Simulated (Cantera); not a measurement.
A closed system holds: 1 mol SiHCl3, 0.9 mol NH3, equilibrated at 1198.15 K and 41.0 Pa.

Cantera equilibrium calculation (NASA polynomials, part measured and part estimated; ideal gas, pure solids and liquids). Candidate condensed phases: NH4Cl, Si, Si3N4; 28 gas species. The tables' values for SiCl3 are old estimates; treat these amounts as uncertain. Kinetics and transport are ignored.

Base state: HCl 0.502, H2 0.339, SiCl4 0.0813, SiCl2 0.0360, N2 0.0222, SiCl3 0.0182, SiHCl3 0.00148 (mole fractions); condensed: Si3N4(s).

Task: What changes in the equilibrium state with this change: pressure from 41.0 Pa to 0.160 bar?

Result: 
| species | before | after |
|---|---|---|
| H2 | 0.339 | 0.414 |
| HCl | 0.502 | 0.406 |
| SiCl4 | 0.0813 | 0.145 |
| SiCl2 | 0.0360 | 0.000306 |
| SiCl3 | 0.0182 | 0.00224 |
| N2 | 0.0222 | 0.0284 |
| SiH2Cl2 | 3.53e-6 | 1.43e-5 |
| SiHCl3 | 0.00148 | 0.00398 |
| Si3N4(s), mol | 0.190 | 0.183 |

Task: What changes in the equilibrium state with this change: pressure from 41.0 Pa to 0.480 bar?

Result: 
| species | before | after |
|---|---|---|
| H2 | 0.339 | 0.425 |
| HCl | 0.502 | 0.386 |
| SiCl4 | 0.0813 | 0.151 |
| SiCl2 | 0.0360 | 0.000121 |
| SiCl3 | 0.0182 | 0.00143 |
| N2 | 0.0222 | 0.0318 |
| SiH2Cl2 | 3.53e-6 | 1.73e-5 |
| SiHCl3 | 0.00148 | 0.00447 |
| Si3N4(s), mol | 0.190 | 0.178 |
